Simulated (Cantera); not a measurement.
A freely propagating, adiabatic, planar premixed flame of H₂ : O₂ : N₂ = 1 : 0.5 : 1.88 (molar parts), equivalence ratio 1.0, unburnt at 350 K and 458 Torr; mixture-averaged transport, grid criteria slope 0.08 and curve 0.16, no radiation.

Computed with Cantera and the H2/O2 subset of GRI-Mech 3.0, which has no nitrogen chemistry. Burning velocities carry a grid error of a few per cent, more on coarse grids.

Predict: laminar burning velocity; thermal thickness; peak x(H); peak x(H₂O₂); peak x(O); peak x(OH).


```
Quantity                    Result
------------------------  --------
laminar burning velocity  292 cm/s
thermal thickness         0.711 mm
peak x(H)                   0.0527
peak x(H₂O₂)               7.96e-5
peak x(O)                   0.0112
peak x(OH)                  0.0155
```
